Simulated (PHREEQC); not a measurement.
Dissolve 0.00885 mol ZnBr2 per kg of water at 25 °C and 300 atm. Closed to the air; pH follows from the charge balance.

Computed with PHREEQC (ion-association model, phreeqc.dat).

This is a speciation only: nothing precipitates in the calculation.

Problem. What pH, specific conductance does the model give?

Solution. pH 5.64; specific conductance 1970 µS/cm.

Complexes and solids missing from the database can't appear. Under pressure, the constants of complexes without a molar volume in the database are unreliable.
